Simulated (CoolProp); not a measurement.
Properties of the fluoroketone C6F12O (FK-5-1-12) along the isobar 101 kPa (Tc = 441.8 K, pc = 1869 kPa, ω = 0.471).

The numbers come from the reference Helmholtz-energy equation of state, McLinden 2015 in CoolProp.

```
T (K)  phase  speed of sound (m/s)  Joule-Thomson coefficient (K/MPa)
-----  -----  --------------------  ---------------------------------
389.5    gas                 99.72                              12.37
401.4    gas                 101.5                              11.17
413.3    gas                 103.3                              10.13
425.3    gas                 105.0                              9.224
437.2    gas                 106.7                              8.438
449.2    gas                 108.3                              7.746
461.1    gas                 109.9                              7.143
473      gas                 111.4                              6.612
```
